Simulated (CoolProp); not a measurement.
Vapour-liquid equilibrium of acetone (1) + dimethyl carbonate (2) at 327 K; x and y are mole fractions of (1).

The numbers come from the multi-fluid Helmholtz-energy mixture model, Lemmon 2006 and Zhou 2011; pair parameters Bell 2016 in CoolProp.

| x | bubble pressure (bar) | y at the bubble point | dew pressure at overall composition x (bar) | liquid density (mol/L) |
|---|---|---|---|---|
| 0.05 | 0.3128 | 0.168 | 0.2838 | 11.44 |
| 0.2 | 0.4196 | 0.469 | 0.3215 | 11.65 |
| 0.35 | 0.5165 | 0.642 | 0.3701 | 11.88 |
| 0.5 | 0.6107 | 0.762 | 0.4343 | 12.11 |
| 0.65 | 0.7059 | 0.853 | 0.5221 | 12.35 |
| 0.8 | 0.8039 | 0.926 | 0.6477 | 12.60 |
| 0.95 | 0.9046 | 0.984 | 0.8434 | 12.85 |

No azeotrope shows between x = 0.05 and 0.95.

Pair parameters are fitted to limited data, so mixtures are less certain than the pure fluids.
